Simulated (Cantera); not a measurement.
Feed: 1 mol Fe, 0.56 mol SO2, a varied amount of CO, at 1277 °C and 18800 Torr.

Equilibrium computed with Cantera from the NASA thermochemical tables; the gas is ideal and each condensed phase is pure. Candidate condensed phases: C, Fe, Fe(CO)5, FeO, FeS, FeSO4, FeS2, Fe2O3, Fe2(SO4)3, Fe3O4, S; 25 gas species. Metal and sulfide melt together well below either melting point, which pure phases cannot show. Mutual solubility and eutectic melting of coexisting phases are not modelled. The tables' stoichiometric FeO is somewhat more stable than real wüstite, so its field is too wide. FeO, FeS: taken at fixed stoichiometry. Equilibrium is a limit: real reactors are often held back by kinetics, nucleation or transport.

**Question.** Which condensed phases are stable at each of these points (n(CO) (mol)): 0.41, 0.6, 0.86, 1.2, 1.8, 2.6, 3.7, 5.3, 7.6, 11, 16?

**Answer.** 
| n(CO) (mol) | condensed phases | Fe condensed (%) |
|---|---|---|
| 0.41 | FeO(s) + FeS(l) | 100.0 |
| 0.6 | FeO(s) + FeS(l) | 100.0 |
| 0.86 | FeO(s) + FeS(l) | 100.0 |
| 1.2 | FeO(s) + FeS(l) | 100.0 |
| 1.8 | FeO(s) + FeS(l) | 100.0 |
| 2.6 | FeO(s) + FeS(l) | 100.0 |
| 3.7 | FeO(s) + FeS(l) | 100.0 |
| 5.3 | Fe(γ) + FeO(s) + FeS(l) | 100.0 |
| 7.6 | Fe(γ) + FeO(s) + FeS(l) | 100.0 |
| 11 | Fe(γ) + FeS(l) | 100.0 |
| 16 | Fe(γ) + FeS(l) | 100.0 |

From 0.41 mol CO to 3.7 mol CO the condensed part is FeO(s) + FeS(l). From 5.3 mol CO to 7.6 mol CO the condensed part is Fe(γ) + FeO(s) + FeS(l). From 11 mol CO to 16 mol CO the condensed part is Fe(γ) + FeS(l).
